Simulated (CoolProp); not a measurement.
CH3F (R41) along the isotherm 259.2 K: Z from the reference equation and from simpler models built on Tc = 317.3 K, pc = 5906 kPa, ω = 0.200; each cubic takes its own stable root.

Computed with CoolProp (reference Helmholtz-energy equation of state, Lemmon 2006). It is a short technical equation, of lower accuracy than the large ones.

| p (kPa) | phase | reference |
|---|---|---|
| 46.7 | gas | 0.9938 |
| 72.7 | gas | 0.9903 |
| 113 | gas | 0.9849 |
| 176 | gas | 0.9763 |
| 274 | gas | 0.9628 |
| 427 | gas | 0.9410 |
| 665 | gas | 0.9055 |
| 1040 | gas | 0.8444 |
| 1610 | liquid | 0.03509 |
| 2510 | liquid | 0.05444 |
| 3910 | liquid | 0.08420 |
| 6090 | liquid | 0.1298 |
| 9480 | liquid | 0.1992 |
| 14800 | liquid | 0.3051 |

Task: How far does each simpler model (van der Waals, Redlich-Kwong, Soave-Redlich-Kwong, Peng-Robinson) lie from the reference over these 14 states: mean and median of the absolute difference, and the worst?

Result: 
- van der Waals: mean 196.4 %, median 5.8 %, worst +2318.4 % at 259.2 K and 1610 kPa
- Redlich-Kwong: mean 168.9 %, median 3.6 %, worst +2196.4 % at 259.2 K and 1610 kPa
- Soave-Redlich-Kwong: mean 12.5 %, median 2.9 %, worst +28.9 % at 259.2 K and 1610 kPa
- Peng-Robinson: mean 6.0 %, median 2.1 %, worst +13.6 % at 259.2 K and 1610 kPa

At some of these states van der Waals, Redlich-Kwong gives the other phase, because its saturation line lies elsewhere.
